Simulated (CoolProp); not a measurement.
Vapour-liquid equilibrium of methanol (1) + m-xylene (2) at 0.175 MPa; x and y are mole fractions of (1).

Values from CoolProp's multi-fluid Helmholtz-energy mixture model, de Reuck 1993 and Zhou 2012; pair parameters Bell 2016.

```csv
x,"bubble temperature, mixture model (°C)","bubble temperature, Raoult's law (°C)","y, mixture model","y, Raoult's law"
0.05,117.3,145.2,0.687,0.354
0.125,95.4,130.1,0.850,0.604
0.2,88.1,119.9,0.887,0.731
0.275,85.2,112.3,0.900,0.807
0.35,84.1,106.2,0.905,0.858
0.425,83.7,101.2,0.907,0.893
0.5,83.4,97.0,0.908,0.920
0.575,83.2,93.4,0.910,0.940
0.65,82.8,90.2,0.913,0.956
0.725,82.3,87.3,0.919,0.969
0.8,81.6,84.8,0.929,0.979
0.875,80.7,82.5,0.947,0.988
0.95,79.7,80.4,0.974,0.996
```

The largest gap from Raoult's law is -34.7 K in bubble temperature, at x = 0.125. No azeotrope shows between x = 0.05 and 0.95.

The pair parameters rest on a limited set of measurements; away from them the model extrapolates. With so large a gap from Raoult's law the liquid may split in two, which this calculation doesn't test in full.
